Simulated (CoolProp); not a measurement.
Fluoroethane (R161) along the isotherm 71.65 °C: fugacity coefficient from the reference equation and from simpler models built on Tc = 102.1 °C, pc = 5.010 MPa, ω = 0.216; each cubic takes its own stable root.

Values from CoolProp's reference Helmholtz-energy equation of state, Wu 2012.

| p (MPa) | phase | reference |
|---|---|---|
| 0.0158 | gas | 0.9985 |
| 0.0281 | gas | 0.9974 |
| 0.05 | gas | 0.9953 |
| 0.0889 | gas | 0.9917 |
| 0.158 | gas | 0.9853 |
| 0.281 | gas | 0.9739 |
| 0.5 | gas | 0.9537 |
| 0.889 | gas | 0.9179 |
| 1.58 | gas | 0.8546 |
| 5 | liquid | 0.4388 |

Task: How far does each simpler model (Redlich-Kwong, Soave-Redlich-Kwong) lie from the reference over these 10 states: mean and median of the absolute difference, and the worst?

Result: 
- Redlich-Kwong: mean 1.3 %, median 0.1 %, worst +10.8 % at 71.65 °C and 5 MPa
- Soave-Redlich-Kwong: mean 0.6 %, median 0.1 %, worst +4.5 % at 71.65 °C and 5 MPa
